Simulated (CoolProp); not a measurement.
Vapour-liquid equilibrium of CH2F2 (R32) (1) + R1234ze(E) (2) at 302.8 K; x and y are mole fractions of (1).

Model: multi-fluid Helmholtz-energy mixture model, Tillner-Roth 1997 and Thol 2016; pair parameters Bell 2023, in CoolProp.

Give the bubble pressure and the first vapour's composition at x = 0.2, 0.35, 0.95. Is there an azeotrope?

x = 0.2: 0.8612 MPa, y = 0.426; x = 0.35: 1.067 MPa, y = 0.599; x = 0.95: 1.841 MPa, y = 0.975. No azeotrope shows between x = 0.05 and 0.95.

Pair parameters are fitted to limited data, so mixtures are less certain than the pure fluids.
